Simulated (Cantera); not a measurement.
Cantera run, input and output.

```python
import numpy as np
import cantera as ct

gas = ct.Solution("h2o2.yaml")
gas.TPX = 948, 3100, {'H2': 0.01, 'O2': 1, 'N2': 0.24}
reactor = ct.IdealGasConstPressureReactor(gas, energy="off", clone=False)
net = ct.ReactorNet([reactor])
net.rtol, net.atol = 1e-08, 1e-18
show = ['H2', 'O2', 'HO2', 'O', 'H']
times = np.geomspace(7e-05, 10, 9)

steps = ct.SolutionArray(gas, extra=["t"])
rows = []
print(f"{'t/s':>10s}{'T/K':>9s}{'P/Pa':>11s}" + "".join(f"{s:>11s}" for s in show))
for t in times:
    while net.time < t:
        t_next = net.step()
        steps.append(gas.state, t=t_next)
    rows.append([np.interp(t, steps.t, y) for y in (steps.T, steps.P, *steps(*show).X.T)])
    print(f"{t:10.3e}{rows[-1][0]:9.1f}{rows[-1][1]:11.4g}" + "".join(f"{x:11.3e}" for x in rows[-1][2:]))
rate = np.gradient(steps.T, steps.t)
print("integrator steps:", len(steps.t))
if steps.T.max() > steps.T[0] + 200:
    print(f"time of steepest temperature rise: {steps.t[rate.argmax()]:.4e} s")
gas.TPX = 948, 3100, {'H2': 0.01, 'O2': 1, 'N2': 0.24}
gas.equilibrate("TP")
print(f"equilibrium (TP): T = {gas.T:.1f} K  " + "  ".join(f"{s} {gas[s].X[0]:.3e}" for s in show))
```

Result:

```
       t/s      T/K       P/Pa         H2         O2        HO2          O          H
 7.000e-05    948.0       3100  8.000e-03  8.000e-01  2.287e-12  6.226e-13  1.645e-12
 3.086e-04    948.0       3100  8.000e-03  8.000e-01  1.038e-11  7.625e-12  4.401e-12
 1.361e-03    948.0       3100  8.000e-03  8.000e-01  5.148e-11  1.136e-10  2.478e-11
 6.000e-03    948.0       3100  8.000e-03  8.000e-01  4.978e-09  6.289e-08  1.133e-08
 2.646e-02    948.0       3100  2.889e-04  7.979e-01  5.044e-06  1.274e-03  1.377e-04
 1.167e-01    948.0       3100  7.809e-06  7.991e-01  8.342e-07  1.064e-04  1.533e-06
 5.144e-01    948.0       3100  5.182e-07  7.992e-01  1.464e-07  7.544e-06  2.879e-08
 2.268e+00    948.0       3100  2.881e-08  7.992e-01  1.882e-08  6.142e-07  6.891e-10
 1.000e+01    948.0       3100  1.018e-09  7.992e-01  2.687e-09  7.602e-08  2.999e-11
integrator steps: 1251
equilibrium (TP): T = 948.0 K  H2 8.760e-13  O2 7.992e-01  HO2 1.255e-10  O 1.518e-10  H 2.806e-15
```

Computed with Cantera and the H2/O2 subset of GRI-Mech 3.0, which has no nitrogen chemistry. Radical loss at walls, strong at low pressure, is not modelled. Below about 950 K walls govern HO2 and H2O2 in real vessels.
